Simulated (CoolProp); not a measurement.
A single-stage vapour-compression cycle with the fluid: evaporating at 237.15 K (dew point), condensing at 273.15 K (bubble point), superheat 10 K, subcooling 2 K, compressor efficiency 0.75, no pressure losses. The same conditions are run with several fluids, on thermodynamics alone (safety and materials aside).

Values from CoolProp's reference Helmholtz-energy equation of state of each fluid (propane: Lemmon 2009; R13: Platzer 1990; cis-2-butene: Lemmon 2005; sulfur dioxide: Gao 2016; hydrogen sulfide: Lemmon 2006; R404A: Lemmon 2003). The equations of Platzer and Polt are older, rougher fits. Blends and air are pseudo-pure fits.

```
fluid             cooling COP  pressure ratio  discharge temperature (K)  refrigerating effect (kJ/kg)  volumetric capacity (kJ/m³)
----------------  -----------  --------------  -------------------------  ----------------------------  ---------------------------
propane                  4.32            3.60                      304.3                           353                         1040
R13                      3.75            2.85                      300.9                          92.5                         3740
cis-2-butene             4.43            5.32                      313.1                           392                          178
sulfur dioxide           4.17            5.70                      388.6                           372                          319
hydrogen sulfide         4.16            3.42                      360.7                           457                         2390
R404A                    4.13            3.90                      300.2                           157                         1230
```
